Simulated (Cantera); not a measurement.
Input (Python, Cantera) and output of one run.

```python
import numpy as np
import cantera as ct

gas_names = """
    Cu CuO Cu2 H HNO HNO2 HNO3 HO2 H2 H2O H2O2 N NH NH2 NH3 NH2OH NO NO2 NO3 N2 N2H2 N2H4 N2O O OH O2 O3
""".split()
cond_names = """
    Cu(cr) Cu(L) CuO(s) CuO2H2(s) Cu2O(s) Cu2O(L) H2O(s) H2O(L)
""".split()


# ... load() reads the species with a 1 bar reference pressure and builds the phases ...
atoms = {
    'CuO': {'Cu': 1, 'O': 1},
    'H2': {'H': 2},
    'N2': {'N': 2},
}
top_T = {'CuO(s)': 1390}  # K; cautious upper limits of use, not melting points


# ... equilibrate(T, P, feed) seeds the gas with the atoms and calls Mixture.equilibrate('TP', solver="vcs", rtol=1e-11, max_steps=5000) ...
results = []
feed = {'CuO': 1, 'H2': 5.1, 'N2': 28}  # mol
T = 2050  # K
P = 27000  # Pa
mix = equilibrate(T, P, feed)
results.append((T, P, feed, dict(zip(mix.species_names, mix.species_moles))))
x = sorted(zip(gas.X, gas.species_names), reverse=True)
print(f"T = {T:g} K  P = {P:g} Pa  gas = {mix.phase_moles(0):.4g} mol")
print("   x: " + "  ".join(f"{s} {v:.3e}" for v, s in x if v > 1e-06))
print("   condensed (mol): " + ("  ".join(f"{mix.phase(i).name} {mix.phase_moles(i):.4g}"
      for i in range(1, mix.n_phases) if mix.phase_moles(i) > 1e-12) or "none"))
```

Output:

```
T = 2050 K  P = 27000 Pa  gas = 33.98 mol
   x: N2 8.239e-01  H2 1.199e-01  H2O 2.938e-02  Cu 2.509e-02  H 1.512e-03  Cu2 1.223e-04  OH 4.048e-05  NO 3.844e-06
   condensed (mol): Cu(L) 0.1392
```

Method: chemical equilibrium by Gibbs-energy minimisation in Cantera with the NASA 1993 tables (ideal gas, pure condensed phases).
